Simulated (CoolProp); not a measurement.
Hydrogen chloride at 415.35 K and 0.369 MPa is throttled through a valve to 0.0859 MPa with no heat exchange. Each further row changes one setting.

Computed with CoolProp (reference Helmholtz-energy equation of state, Thol 2018).

```tsv
case	temperature change (K)	final density (kg/m³)
as stated	___	0.913
outlet pressure 0.0258 MPa	-2.7	___
outlet pressure 0.112 MPa	___	1.19
```

Some entries are withheld; supply them.


- as stated, temperature change (K): -2.2
- outlet pressure 0.0258 MPa, final density (kg/m³): 0.274
- outlet pressure 0.112 MPa, temperature change (K): -2.0
